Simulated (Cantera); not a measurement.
**Boron, boron nitride and boron oxide: B + H2**

Feed: 1 mol B, 7.5 mol H2, at 998 K and 100 Torr.

These are equilibrium values from Cantera (NASA tables, ideal gas, pure condensed phases), not measurements of a reactor. Candidate condensed phases: B; 7 gas species. The numbers say what is thermodynamically allowed, not how fast it happens.

The x(H2) is 1.00, the n(B(s)) comes out as 1.00 mol and the gas amount is 7.500 mol.
